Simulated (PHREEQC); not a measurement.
A column of 1 m (40 cells, dispersivity 0.08 m, 3600 s a shift, diffusion coefficient 3e-10 m²/s) holds 0.014 eq of the database's cation exchanger X per kg of pore water, first in equilibrium with 0.0082 mol LiCl, 0.068 mol MnCl2, 0.00038 mol ZnSO4 and 1e-05 mol HCl per kg of water. It is flushed with 0.00047 mol KCl, 0.004 mol CaCl2 and 1e-05 mol HCl per kg of water, at 15 °C. Values are for the last cell. The system is closed to CO2. Nothing may precipitate in this run.

All values are PHREEQC results (ion-association model, phreeqc.dat), not measurements.

| pore volumes | Ca in solution (mol/kgw) | K in solution (mol/kgw) | S in solution (mol/kgw) |
|---|---|---|---|
| 0 | 0 | 0 | 0.000380 |
| 0.6125 | 0.000139 | 2.62e-5 | 0.000328 |
| 1.012 | 0.000589 | 0.000148 | 0.000157 |
| 1.613 | 0.000686 | … | 2.83e-5 |
| 2.212 | 0.000993 | 0.000381 | 4.02e-6 |
| 2.812 | … | 0.000451 | 5.28e-7 |
| 3.212 | 0.00271 | 0.000469 | 1.34e-7 |
| 3.812 | 0.00345 | 0.000474 | 1.71e-8 |
| 4.412 | 0.00378 | 0.000473 | 2.15e-9 |
| 5.013 | … | 0.000471 | 2.71e-10 |
| 5.412 | 0.00396 | 0.000471 | 6.80e-11 |
| 6.013 | 0.00398 | 0.000470 | 8.55e-12 |

Question: What belongs in the gaps?

Answer: 
- 1.613, K in solution (mol/kgw): 0.000281
- 2.812, Ca in solution (mol/kgw): 0.00197
- 5.013, Ca in solution (mol/kgw): 0.00392

Complexes and solids missing from the database can't appear.
